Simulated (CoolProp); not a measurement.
Vapour-liquid equilibrium of toluene (1) + m-xylene (2) at 0.0162 bar; x and y are mole fractions of (1).

Computed with CoolProp (multi-fluid Helmholtz-energy mixture model, Lemmon 2006 and Zhou 2012; pair parameters Bell 2016).

Task: Give the bubble temperature and the first vapour's composition at x = 0.15, 0.35, 0.95. Is there an azeotrope?

Result: x = 0.15: 298.7 K, y = 0.396; x = 0.35: 292.7 K, y = 0.674; x = 0.95: 283.2 K, y = 0.982. No azeotrope shows between x = 0.05 and 0.95.

Pair parameters are fitted to limited data, so mixtures are less certain than the pure fluids.
